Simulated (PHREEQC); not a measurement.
Dissolve 0.26 mol ZnCl2, 0.0055 mol H3BO3 and 0.007 mol NiCl2 per kg of water at 80 °C. Closed to the air; pH follows from the charge balance.

The numbers come from PHREEQC with the ion-association model, wateq4f.dat.

This is a speciation only: nothing precipitates in the calculation.

Task: Predict the pH.

Result: pH 4.52.

Task: In which forms is Cl present?

Result: Cl- 59 %, ZnCl+ 25 %, ZnCl2 7.1 %, ZnCl3- 5.4 %, ZnCl4-2 3.3 % of the Cl.

At this temperature some constants are extrapolated from 25 °C, and those without enthalpy data are left unchanged.
